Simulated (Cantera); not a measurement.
**Hydrocarbon pyrolysis for carbon deposition**

An isothermal, constant-pressure homogeneous reactor starts with CH4 : N2 = 1 : 3.3 (molar parts), at 1925 K and 60.0 Torr.

Model: GRI-Mech 3.0 (53 species, 325 reactions), integrated in Cantera. GRI-Mech 3.0 stops at C3 and has no aromatics, soot or wall deposition, so with more carbon than oxygen in the feed, carbon stays in small species such as C2H2 where larger ones or solid carbon would form.

```json
[
 {"t (s)": "0.000800", "x CH4": "0.209", "x C2H6": "0.000127", "x C2H4": "0.00549", "x CH2": "9.56e-6", "x H2": "0.0185", "x H": "8.70e-5", "x CH3": "0.00692"},
 {"t (s)": "0.00295", "x CH4": "0.0909", "x C2H6": "9.01e-5", "x C2H4": "0.00633", "x CH2": "1.38e-5", "x H2": "0.162", "x H": "0.000576", "x CH3": "0.00565"},
 {"t (s)": "0.0109", "x CH4": "0.0232", "x C2H6": "8.12e-6", "x C2H4": "0.000380", "x CH2": "6.83e-6", "x H2": "0.252", "x H": "0.000994", "x CH3": "0.00178"},
 {"t (s)": "0.0400", "x CH4": "0.00393", "x C2H6": "3.70e-7", "x C2H4": "3.65e-5", "x CH2": "2.55e-6", "x H2": "0.277", "x H": "0.00147", "x CH3": "0.000414"},
 {"t (s)": "0.147", "x CH4": "0.000642", "x C2H6": "1.26e-8", "x C2H4": "2.24e-5", "x CH2": "6.14e-7", "x H2": "0.281", "x H": "0.00177", "x CH3": "8.02e-5"},
 {"t (s)": "0.543", "x CH4": "0.000155", "x C2H6": "8.47e-10", "x C2H4": "2.20e-5", "x CH2": "1.56e-7", "x H2": "0.282", "x H": "0.00180", "x CH3": "1.97e-5"},
 {"t (s)": "2.00", "x CH4": "8.48e-5", "x C2H6": "3.24e-10", "x C2H4": "2.20e-5", "x CH2": "8.56e-8", "x H2": "0.282", "x H": "0.00181", "x CH3": "1.08e-5"},
 {"t (s)": "7.37", "x CH4": "8.35e-5", "x C2H6": "3.17e-10", "x C2H4": "2.20e-5", "x CH2": "8.43e-8", "x H2": "0.282", "x H": "0.00181", "x CH3": "1.06e-5"},
 {"t (s)": "27.1", "x CH4": "8.37e-5", "x C2H6": "3.18e-10", "x C2H4": "2.19e-5", "x CH2": "8.45e-8", "x H2": "0.282", "x H": "0.00181", "x CH3": "1.07e-5"},
 {"t (s)": "100", "x CH4": "8.41e-5", "x C2H6": "3.20e-10", "x C2H4": "2.18e-5", "x CH2": "8.50e-8", "x H2": "0.282", "x H": "0.00181", "x CH3": "1.07e-5"}
]
```
x: mole fraction; the columns are a selection and need not sum to one.

Equilibrium at this temperature and pressure: CH4 6.00e-5, C2H6 1.58e-10, C2H4 9.96e-6, CH2 6.06e-8, H2 0.282, H 0.00181, CH3 7.65e-6 (gas phase only).
